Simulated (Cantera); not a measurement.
Input: 1 mol CH3F, 0.017 mol Si, at 700 °C and 3.30 Pa.

Cantera equilibrium calculation (NASA polynomials, part measured and part estimated; ideal gas, pure solids and liquids). Candidate condensed phases: C, C6H6, C7H8, C8H18, Si, SiC; 113 gas species. Kinetics and transport are ignored.

Base state: H2 0.521, HF 0.470, SiF4 0.00857 (mole fractions); condensed: C(graphite).

Task: What changes in the equilibrium state with this change: CH3F replaced by CH2F2?

Result: 
| species | before | after |
|---|---|---|
| HF | 0.470 | 0.974 |
| H2 | 0.521 | 0.0171 |
| SiF4 | 0.00857 | 0.00857 |
| C(graphite), mol | 1.000 | 1.00 |
